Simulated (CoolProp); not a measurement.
Model: reference Helmholtz-energy equation of state, Thol 2017, in CoolProp.

Task: For octamethyltrisiloxane (MDM), give the phase and the cv (kJ/(kg K)), isothermal compressibility (1/MPa), expansivity (1/kK) at 435.7 K and 54.5 bar; 466.7 K and 54.5 bar; 559.5 K and 54.5 bar.

Result: 
- 435.7 K and 54.5 bar: liquid; cv 1.81, isothermal compressibility 0.00534, expansivity 1.56
- 466.7 K and 54.5 bar: liquid; cv 1.89, isothermal compressibility 0.00743, expansivity 1.73
- 559.5 K and 54.5 bar: liquid; cv 2.09, isothermal compressibility 0.0239, expansivity 2.64
